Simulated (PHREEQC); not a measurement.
Synthetic water in mg/kgw, 2.7 °C, pH 6.25, pe 13:

```tsv
constituent	mg/kgw
Na	0.0156
K	0.000419
Ca	0.0272
Mg	0.00423
Cl	0.0245
S(6) as SO4	0.0435
Alkalinity as HCO3	0.0467
Sr	0.00132
O(0) (dissolved oxygen)	0.000262
Br	0.00103
Pb	0.000483
Cd	0.0001
B	7.53e-05
```

Valence states are taken as typed.

Model: ion-association model, phreeqc.dat, run in PHREEQC.

```json
{
  "ionic_strength": "4.29e-6 mol/kgw",
  "charge_balance_error": "0.9 %"
}
```

| species | molality | activity | log γ |
|---|---|---|---|
| CO2 | 2.60e-6 | 2.60e-6 | 0.000 |
| HCO3- | 1.33e-6 | 1.32e-6 | -0.001 |
| Cl- | 6.91e-7 | 6.89e-7 | -0.001 |
| Ca+2 | 6.79e-7 | 6.72e-7 | -0.004 |
| Na+ | 6.79e-7 | 6.77e-7 | -0.001 |
| H+ | 5.64e-7 | 5.62e-7 | -0.001 |
| SO4-2 | 4.53e-7 | 4.49e-7 | -0.004 |
| Mg+2 | 1.74e-7 | 1.72e-7 | -0.004 |
| Sr+2 | 1.51e-8 | 1.49e-8 | -0.004 |
| Br- | 1.29e-8 | 1.29e-8 | -0.001 |
| K+ | 1.07e-8 | 1.07e-8 | -0.001 |
| O2 | 8.19e-9 | 8.19e-9 | 0.000 |
| H3BO3 | 6.96e-9 | 6.96e-9 | 0.000 |
| OH- | 2.67e-9 | 2.67e-9 | -0.001 |

Precipitation was switched off in this run. Complexes and solids missing from the database can't appear. At this temperature some constants are extrapolated from 25 °C, and those without enthalpy data are left unchanged.
